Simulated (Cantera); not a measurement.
An adiabatic, constant-volume homogeneous reactor starts with CH4 : C2H6 : C3H8 : O2 : N2 : CO2 = 1 : 0.065 : 0.28 : 9.8 : 36.9 : 2.2 (molar parts), at 1375 K and 290000 Pa. Integrator tolerance rtol = 1e-08.

Detailed kinetics in Cantera: GRI-Mech 3.0 (53 species, 325 reactions).

### Question
What does this change do: CH4 1 to 2.7 parts?

### Answer
```csv
quantity,before,after
time of steepest temperature rise,0.214 ms,0.383 ms
temperature at 1.00 s,2271 K,2722 K
equilibrium temperature,2271 K,2722 K
x(CH4) at 1.00 s,<1e-12 (gas-phase equilibrium <1e-12),<1e-12 (gas-phase equilibrium <1e-12)
x(C2H6) at 1.00 s,<1e-12 (gas-phase equilibrium <1e-12),<1e-12 (gas-phase equilibrium <1e-12)
x(C3H8) at 1.00 s,<1e-12 (gas-phase equilibrium <1e-12),<1e-12 (gas-phase equilibrium <1e-12)
x(NO) at 1.00 s,0.0106 (gas-phase equilibrium 0.0106),0.0151 (gas-phase equilibrium 0.0151)
x(CH2CO) at 1.00 s,<1e-12 (gas-phase equilibrium <1e-12),<1e-12 (gas-phase equilibrium <1e-12)
x(H) at 1.00 s,4.68e-5 (gas-phase equilibrium 4.68e-5),0.00149 (gas-phase equilibrium 0.00149)
x(HO2) at 1.00 s,5.64e-6 (gas-phase equilibrium 5.64e-6),1.40e-5 (gas-phase equilibrium 1.40e-5)
```

### Question
What does this change do: 1.1 parts H2 added?

### Answer
| quantity | before | after |
|---|---|---|
| time of steepest temperature rise | 0.214 ms | 83.4 µs |
| temperature at 1.00 s | 2271 K | 2387 K |
| equilibrium temperature | 2271 K | 2387 K |
| x(CH4) at 1.00 s | <1e-12 (gas-phase equilibrium <1e-12) | <1e-12 (gas-phase equilibrium <1e-12) |
| x(C2H6) at 1.00 s | <1e-12 (gas-phase equilibrium <1e-12) | <1e-12 (gas-phase equilibrium <1e-12) |
| x(C3H8) at 1.00 s | <1e-12 (gas-phase equilibrium <1e-12) | <1e-12 (gas-phase equilibrium <1e-12) |
| x(NO) at 1.00 s | 0.0106 (gas-phase equilibrium 0.0106) | 0.0125 (gas-phase equilibrium 0.0125) |
| x(CH2CO) at 1.00 s | <1e-12 (gas-phase equilibrium <1e-12) | <1e-12 (gas-phase equilibrium <1e-12) |
| x(H) at 1.00 s | 4.68e-5 (gas-phase equilibrium 4.68e-5) | 0.000133 (gas-phase equilibrium 0.000133) |
| x(HO2) at 1.00 s | 5.64e-6 (gas-phase equilibrium 5.64e-6) | 8.40e-6 (gas-phase equilibrium 8.40e-6) |
